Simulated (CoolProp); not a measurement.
Vapour-liquid equilibrium of R1234yf (1) + R1234ze(E) (2) at 200.9 K; x and y are mole fractions of (1).

Computed with CoolProp (multi-fluid Helmholtz-energy mixture model, Lemmon 2022 and Thol 2016; pair parameters Bell 2022).

```tsv
x	bubble pressure (kPa)	y at the bubble point	dew pressure at overall composition x (kPa)	liquid density (mol/L)
0.05	4.951	0.105	4.796	12.53
0.125	5.361	0.237	5.010	12.49
0.2	5.752	0.347	5.241	12.46
0.275	6.127	0.442	5.492	12.42
0.35	6.492	0.525	5.763	12.39
0.425	6.849	0.600	6.057	12.35
0.5	7.201	0.667	6.377	12.32
0.575	7.551	0.729	6.727	12.28
0.65	7.900	0.785	7.109	12.24
0.725	8.250	0.838	7.529	12.21
0.8	8.600	0.887	7.994	12.17
0.875	8.951	0.932	8.513	12.13
0.95	9.304	0.974	9.100	12.10
```

No azeotrope shows between x = 0.05 and 0.95.

The pair parameters rest on a limited set of measurements; away from them the model extrapolates.
